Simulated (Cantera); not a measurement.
## SiHCl3 + N2 + H2 (silicon nitride deposition)

Feed: 1 mol SiHCl3, a varied amount of N2, 15 mol H2, at 477 °C and 3.80 mbar.

Cantera equilibrium calculation (NASA polynomials, part measured and part estimated; ideal gas, pure solids and liquids). Candidate condensed phases: NH4Cl, Si, Si3N4; 28 gas species. N2 is the only nitrogen source here; it is nearly inert below about 1500 K, so the nitride shown seldom forms there in practice. Rates play no part.

From 0.46 mol N2 to 39 mol N2 the condensed part is Si3N4(s). The main Si-bearing gas is SiCl4 throughout. The share of Si in condensed phases is highest at 39 mol N2 (99.8 %) and lowest at 0.46 mol N2 (68.8 %).

```
n(N2) (mol)   x H2     x N2   x HCl   x SiCl4  x SiHCl3    x NH3   x SiCl3  n Si3N4(s)
-----------  -----  -------  ------  --------  --------  -------  --------  ----------
0.46         0.876  6.53e-5   0.105    0.0186   7.02e-5  1.29e-7   2.87e-7       0.229
0.86         0.822   0.0135   0.161   0.00335   7.72e-6  1.68e-6   3.26e-8       0.314
1.6          0.784   0.0531   0.161   0.00148   3.26e-6  3.10e-6   1.41e-8       0.324
3.1          0.722    0.126   0.151  0.000760   1.64e-6  4.22e-6   7.39e-9       0.328
5.8          0.633    0.232   0.134  0.000403   8.62e-7  4.72e-6   4.14e-9       0.330
11           0.513    0.378   0.109  0.000195   4.14e-7  4.38e-6   2.21e-9       0.332
21           0.375    0.545  0.0800   8.28e-5   1.76e-7  3.29e-6   1.10e-9       0.332
39           0.253    0.693  0.0541   3.24e-5   6.85e-8  2.06e-6  5.21e-10       0.333
```
x: gas mole fraction; n: condensed amount in mol.
